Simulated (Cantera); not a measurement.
Cantera run, input and output.

```python
import numpy as np
import cantera as ct

gas = ct.Solution("h2o2.yaml")
gas.TPX = 1048, 120, {'H2': 0.14, 'O2': 1}
inlet = ct.Reservoir(gas, clone=True)

reactor = ct.IdealGasConstPressureReactor(gas, energy="off", clone=False)
exhaust = ct.Reservoir(gas, clone=True)
tau = [1.3, 0.68, 0.35, 0.18, 0.093, 0.048, 0.025, 0.013, 0.0066][0]
for a, b in ((inlet, reactor), (reactor, exhaust)):
    ct.MassFlowController(a, b, mdot=lambda t: reactor.mass / tau)
net = ct.ReactorNet([reactor])
show = ['H2', 'O2', 'H', 'H2O2', 'H2O', 'HO2', 'OH']

rows = []
print(f"{'tau/s':>10s}{'T/K':>9s}" + "".join(f"{s:>11s}" for s in show))
for tau in [1.3, 0.68, 0.35, 0.18, 0.093, 0.048, 0.025, 0.013, 0.0066]:
    net.initial_time = 0.0
    net.advance(30 * tau)
    before = gas.X
    net.advance(40 * tau)
    drift = np.max(np.abs(gas.X - before) / (gas.X + 1e-9))
    rows.append([gas.T, *gas[show].X, drift])
    print(f"{tau:10.3e}{gas.T:9.1f}" + "".join(f"{x:11.3e}" for x in gas[show].X))
```

Output:

```
     tau/s      T/K         H2         O2          H       H2O2        H2O        HO2         OH
 1.300e+00   1048.0  2.780e-03  8.364e-01  1.692e-02  1.859e-08  1.144e-01  9.112e-07  3.105e-03
 6.800e-01   1048.0  3.686e-03  8.272e-01  2.415e-02  1.752e-08  1.084e-01  9.106e-07  3.504e-03
 3.500e-01   1048.0  4.862e-03  8.195e-01  3.127e-02  1.724e-08  1.024e-01  9.015e-07  3.884e-03
 1.800e-01   1048.0  6.572e-03  8.150e-01  3.695e-02  1.816e-08  9.682e-02  8.915e-07  4.280e-03
 9.300e-02   1048.0  9.342e-03  8.140e-01  4.076e-02  2.058e-08  9.137e-02  8.821e-07  4.739e-03
 4.800e-02   1048.0  1.407e-02  8.160e-01  4.262e-02  2.464e-08  8.514e-02  8.687e-07  5.273e-03
 2.500e-02   1048.0  2.197e-02  8.208e-01  4.203e-02  2.994e-08  7.710e-02  8.440e-07  5.790e-03
 1.300e-02   1048.0  3.506e-02  8.286e-01  3.808e-02  3.515e-08  6.574e-02  7.974e-07  6.081e-03
 6.600e-03   1048.0  5.678e-02  8.407e-01  2.912e-02  3.630e-08  4.864e-02  7.128e-07  5.697e-03
```

Model: the H2/O2 subset of GRI-Mech 3.0, which has no nitrogen chemistry, integrated in Cantera. Radical loss at walls, strong at low pressure, is not modelled. The temperature is held fixed by assumption; the heat of reaction is taken as removed at once.
